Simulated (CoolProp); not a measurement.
Vapour-liquid equilibrium of CHF3 (R23) (1) + R134a (2) at 84.9 kPa; x and y are mole fractions of (1).

Computed with CoolProp (multi-fluid Helmholtz-energy mixture model, Penoncello 2003 and Tillner-Roth 1994; pair parameters Bell 2016).

```tsv
x	bubble temperature (K)	y at the bubble point	dew temperature at overall composition x (K)	liquid density (mol/L)
0.05	234.4	0.379	242.3	14.05
0.15	221.7	0.720	(withheld)	14.84
0.25	213.2	0.852	237.8	15.54
0.35	207.2	0.914	235.2	16.21
0.45	202.6	0.947	232.3	(withheld)
0.55	(withheld)	0.967	228.9	17.55
0.65	195.8	0.980	225.0	18.24
0.75	193.2	0.988	220.1	18.95
0.85	190.9	0.994	213.4	19.67
0.95	189.0	0.998	(withheld)	20.43
```

Q: Some entries are withheld; supply them.

A: 
- 0.15, dew temperature at overall composition x (K): 240.1
- 0.45, liquid density (mol/L): 16.88
- 0.55, bubble temperature (K): 198.8
- 0.95, dew temperature at overall composition x (K): 202.1

No azeotrope shows between x = 0.05 and 0.95.

The pair parameters rest on a limited set of measurements; away from them the model extrapolates.
